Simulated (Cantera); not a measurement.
Cantera run:

```python
import numpy as np
import cantera as ct

gas_names = """
    Cu CuO Cu2 H HNO HNO2 HNO3 HO2 H2 H2O H2O2 N NH NH2 NH3 NH2OH NO NO2 NO3 N2 N2H2 N2H4 N2O O OH O2 O3
""".split()
cond_names = """
    Cu(cr) Cu(L) CuO(s) CuO2H2(s) Cu2O(s) Cu2O(L) H2O(s) H2O(L)
""".split()


def load(file, names, dense=False):
    # The tables refer to 1 bar. Condensed volumes are neglected.
    table = {s.name: s for s in ct.Species.list_from_file(file)}
    out = []
    for n in names:
        d = dict(table[n].input_data)
        d["thermo"] = dict(d["thermo"], **{"reference-pressure": 1e5})
        if dense:
            d["equation-of-state"] = {"model": "constant-volume", "density": "1e6 g/cm^3"}
        out.append(ct.Species.from_dict(d))
    return out


gas = ct.Solution(thermo="ideal-gas", species=load("nasa_gas.yaml", gas_names))
cond = {s.name: ct.Solution(thermo="fixed-stoichiometry", species=[s], name=s.name)
        for s in load("nasa_condensed.yaml", cond_names, dense=True)}
atoms = {
    'Cu2O': {'Cu': 2, 'O': 1},
    'H2': {'H': 2},
    'N2': {'N': 2},
}
top_T = {'CuO(s)': 1390}  # K; cautious upper limits of use, not melting points


def equilibrate(T, P, feed):
    n = {}
    for name, mol in feed.items():
        for a, k in atoms[name].items():
            n[a] = n.get(a, 0.0) + k * mol
    gas.TPX = T, P, n
    mass = sum(n.values()) * gas.mean_molecular_weight
    gas.equilibrate("TP")
    valid = [c for c in cond.values() if c.min_temp <= T <= top_T.get(c.name, c.max_temp)]
    mix = ct.Mixture([(gas, mass / gas.mean_molecular_weight)] + [(c, 0.0) for c in valid])
    mix.T, mix.P = T, P
    mix.equilibrate("TP", solver="vcs", rtol=1e-11, max_steps=5000)
    return mix


results = []
T = 723  # K
P = 950000  # Pa
for m in [130, 150, 190, 230, 280, 340, 420, 510, 620, 760, 930]:
    feed = {'Cu2O': 1, 'H2': m, 'N2': 1.3}  # mol
    mix = equilibrate(T, P, feed)
    results.append((T, P, feed, dict(zip(mix.species_names, mix.species_moles))))

top = {s: max(r[3][s] / sum(r[3][g] for g in gas_names) for r in results) for s in gas_names}
cols = sorted((s for s in top if top[s] > 0.0001), key=lambda s: -top[s])[:8]
seen = [c for c in cond_names if any(r[3].get(c, 0) > 1e-12 for r in results)]
print("log10 of partial pressures in bar; condensed amounts in mol")
print(f"{'n(H2)':>10s}" + "".join(f"{s[:9]:>10s}" for s in cols + seen))
for T, P, feed, n in results:
    ng = sum(n[g] for g in gas_names)
    print(f"{feed['H2']:10.4g}" + "".join(f"{np.log10(max(n[s] / ng * P / 1e5, 1e-99)):10.3f}" for s in cols)
          + "".join(f"{n.get(c, 0):10.4g}" for c in seen))
```

Output:

```
log10 of partial pressures in bar; condensed amounts in mol
     n(H2)        H2       H2O        N2       NH3    Cu(cr)
       130     0.969    -1.138    -1.164    -1.283         2
       150     0.970    -1.200    -1.237    -1.317         2
       190     0.971    -1.302    -1.359    -1.376         2
       230     0.972    -1.385    -1.459    -1.424         2
       280     0.973    -1.470    -1.563    -1.475         2
       340     0.974    -1.554    -1.669    -1.527         2
       420     0.975    -1.646    -1.786    -1.584         2
       510     0.975    -1.730    -1.895    -1.639         2
       620     0.976    -1.815    -2.008    -1.694         2
       760     0.976    -1.903    -2.128    -1.754         2
       930     0.976    -1.991    -2.250    -1.814         2
```

Cantera equilibrium calculation (NASA polynomials, part measured and part estimated; ideal gas, pure solids and liquids).
